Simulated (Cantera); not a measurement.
Standard-state values (1 bar) from the NASA 1993 polynomials, evaluated with Cantera. Values are per mole of reaction as written; species without (g) are pure solids or liquids, kept so even where they would boil at 1 bar.

6 CuF₂(g) + O₃(g) → 6 F₂(g) + 3 Cu₂O

```
T (K)  ΔH° (kJ)  ΔS° (J/K)  ΔG° (kJ)  log10 K  condensed phases
-----  --------  ---------  --------  -------  ----------------
300         ___        ___       ___      ___           Cu₂O(s)
2173     1304.6      -74.7    1466.9   -35.26           Cu₂O(l)
2273     1314.8      -70.1    1474.1   -33.88           Cu₂O(l)
2373     1324.4      -66.0    1480.9   -32.60           Cu₂O(l)
2473     1333.6      -62.2    1487.3   -31.41           Cu₂O(l)
2573        ___        ___       ___      ___           Cu₂O(l)
2673        ___        ___       ___      ___           Cu₂O(l)
2773        ___        ___       ___      ___           Cu₂O(l)
2873     1365.7      -50.1    1509.6   -27.45           Cu₂O(l)
2973     1372.5      -47.8    1514.5   -26.61           Cu₂O(l)
```

Question: Some entries are withheld; supply them.

Answer: 
- 300, ΔH° (kJ): 947.8
- 300, ΔS° (J/K): -347.4
- 300, ΔG° (kJ): 1052.0
- 300, log10 K: -183.17
- 2573, ΔH° (kJ): 1342.4
- 2573, ΔS° (J/K): -58.7
- 2573, ΔG° (kJ): 1493.4
- 2573, log10 K: -30.32
- 2673, ΔH° (kJ): 1350.6
- 2673, ΔS° (J/K): -55.5
- 2673, ΔG° (kJ): 1499.1
- 2673, log10 K: -29.29
- 2773, ΔH° (kJ): 1358.4
- 2773, ΔS° (J/K): -52.7
- 2773, ΔG° (kJ): 1504.5
- 2773, log10 K: -28.34
